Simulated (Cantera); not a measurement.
A closed system holds: 1 mol Fe3O4, 0.77 mol CO, 1 mol H2, 3.5 mol CH4, at 100 Torr.

These are equilibrium values from Cantera (NASA tables, ideal gas, pure condensed phases), not measurements of a reactor. Candidate condensed phases: C, C6H6, C7H8, C8H18, Fe, Fe(CO)5, FeO, Fe(OH)2, Fe(OH)3, Fe2O3, Fe3O4, H2O; 114 gas species. The numbers say what is thermodynamically allowed, not how fast it happens. All values below are at 1202 °C.

Base state: H2 0.619, CO 0.341, H2O 0.0334, CO2 0.00740, H 2.79e-5 (mole fractions); condensed: Fe(γ).

### Question
What changes in the equilibrium state with this change: CH4 from 3.5 to 0.7 mol?

### Answer
```
species       before    after
-----------  -------  -------
H2             0.619    0.440
CO             0.341    0.326
H2O           0.0334    0.180
CO2          0.00740   0.0536
H            2.79e-5  2.36e-5
Fe(γ), mol      3.00    0.603
FeO(s), mol        0     2.40
```
Mutual solubility and eutectic melting of coexisting phases are not modelled. The tables' stoichiometric FeO is somewhat more stable than real wüstite, so its field is too wide. FeO: taken at fixed stoichiometry.

### Question
What changes in the equilibrium state with this change: H2 from 1 to 7.3 mol?

### Answer
| species | before | after |
|---|---|---|
| H2 | 0.619 | 0.746 |
| CO | 0.341 | 0.227 |
| H2O | 0.0334 | 0.0240 |
| CO2 | 0.00740 | 0.00294 |
| H | 2.79e-5 | 3.07e-5 |
| Fe(γ), mol | 3.00 | 3.00 |
